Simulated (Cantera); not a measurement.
A Cantera script and its output.

```python
import numpy as np
import cantera as ct

gas = ct.Solution("gri30.yaml")
gas.TPX = 348, 101325, {'CO': 1, 'H2': 0.038, 'O2': 0.371, 'N2': 1.39, 'H2O': 0.057}
flame = ct.FreeFlame(gas, width=0.04)
flame.set_refine_criteria(ratio=3, slope=0.08, curve=0.16)
flame.transport_model = "mixture-averaged"
flame.solve(loglevel=0, auto=True)
flame.transport_model = "multicomponent"
flame.soret_enabled = True
flame.solve(loglevel=0, refine_grid=True)
z, T = flame.grid, flame.T
thick = (T[-1] - T[0]) / np.gradient(T, z).max()
show = ['CO', 'H2', 'O2', 'H2O', 'CO2', 'HO2']
print(f"laminar burning velocity  {flame.velocity[0] * 100:.3f} cm/s")
print(f"burnt temperature         {T[-1]:.1f} K")
print(f"thermal thickness         {thick * 1e3:.4f} mm")
print(f"grid points               {len(z)}")
z0 = z[flame.heat_release_rate.argmax()]
print(f"{'z/mm':>9s}{'T/K':>9s}{'u/(m/s)':>9s}" + "".join(f"{s:>11s}" for s in show))
rows = []
for k in (-3, -2, -1.5, -1, -0.5, -0.25, 0, 0.25, 0.5, 1, 2, 4, 8):
    zz = z0 + k * thick
    rows.append([k * thick, np.interp(zz, z, T), np.interp(zz, z, flame.velocity),
                 *(np.interp(zz, z, flame.X[gas.species_index(s)]) for s in show)])
    print(f"{rows[-1][0] * 1e3:9.3f}{rows[-1][1]:9.1f}{rows[-1][2]:9.3f}" + "".join(f"{x:11.3e}" for x in rows[-1][3:]))
```

Result:

```
laminar burning velocity  68.598 cm/s
burnt temperature         2374.8 K
thermal thickness         0.6170 mm
grid points               127
     z/mm      T/K  u/(m/s)         CO         H2         O2        H2O        CO2        HO2
   -1.851    348.0    0.686  3.501e-01  1.330e-02  1.299e-01  1.996e-02  8.857e-11  4.835e-11
   -1.234    348.0    0.686  3.502e-01  1.325e-02  1.299e-01  1.996e-02  5.335e-09  1.881e-09
   -0.926    348.0    0.686  3.502e-01  1.312e-02  1.299e-01  1.996e-02  7.199e-08  1.959e-08
   -0.617    348.3    0.686  3.504e-01  1.267e-02  1.300e-01  1.997e-02  1.707e-06  3.123e-07
   -0.309    367.7    0.723  3.505e-01  1.051e-02  1.301e-01  2.020e-02  3.968e-04  3.205e-05
   -0.154    608.1    1.187  3.382e-01  8.815e-03  1.225e-01  2.298e-02  1.343e-02  2.892e-04
    0.000   1086.3    2.081  2.943e-01  6.153e-03  9.550e-02  2.811e-02  6.287e-02  6.451e-05
    0.154   1421.8    2.652  2.352e-01  3.436e-03  5.980e-02  2.731e-02  1.327e-01  2.170e-05
    0.309   1616.7    2.950  1.934e-01  3.328e-03  3.861e-02  2.263e-02  1.842e-01  1.048e-05
    0.617   1802.9    3.232  1.674e-01  3.883e-03  2.656e-02  2.115e-02  2.177e-01  5.509e-06
    1.234   1963.2    3.484  1.581e-01  3.806e-03  2.126e-02  2.492e-02  2.309e-01  3.315e-06
    2.468   2103.3    3.697  1.481e-01  3.427e-03  1.586e-02  2.823e-02  2.445e-01  1.815e-06
    4.936   2215.8    3.862  1.378e-01  3.042e-03  1.057e-02  3.052e-02  2.581e-01  9.448e-07
```

Detailed kinetics in Cantera: GRI-Mech 3.0 (53 species, 325 reactions). Burning velocities carry a grid error of a few per cent, more on coarse grids.
